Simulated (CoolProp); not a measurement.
Values from CoolProp's reference Helmholtz-energy equation of state, Lemmon 2013.

Task: Give the vapour pressure (bar), vapour density (kg/m³), enthalpy of vaporisation (kJ/kg), surface tension (mN/m) of saturated propylene at 12.55, 48.45 °C.

Result: 
| T (°C) | p (bar) | vapour density (kg/m³) | enthalpy of vaporisation (kJ/kg) | surface tension (mN/m) |
|---|---|---|---|---|
| 12.55 | 8.35 | 17.5 | 357 | 8.54 |
| 48.45 | 19.9 | 44.0 | 283 | 4.14 |

Surface tension comes from a separate correlation (Mulero 2012).
